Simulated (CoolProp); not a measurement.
Saturation properties of R1224YDZ (Tc = 155.5 °C, pc = 3334 kPa, ω = 0.325).

Values from CoolProp's reference Helmholtz-energy equation of state, Akasaka 2023.

```csv
T (°C),p (kPa),liquid density (kg/m³),liquid cp (kJ/(kg K))
-66.15,?,1589,1.021
-58.05,1.814,1569,1.027
-50.05,3.308,?,1.034
-41.95,5.773,1531,1.043
-33.85,9.626,1511,1.052
-25.85,?,1491,1.063
-17.75,?,1471,?
-9.65,?,1451,1.087
```

**Question.** What belongs in the gaps?

**Answer.** 
- -66.15, p (kPa): 0.9314
- -50.05, liquid density (kg/m³): 1550
- -25.85, p (kPa): 15.32
- -17.75, p (kPa): 23.67
- -17.75, liquid cp (kJ/(kg K)): 1.074
- -9.65, p (kPa): 35.39

It boils at 14.9 °C under 1 atm.
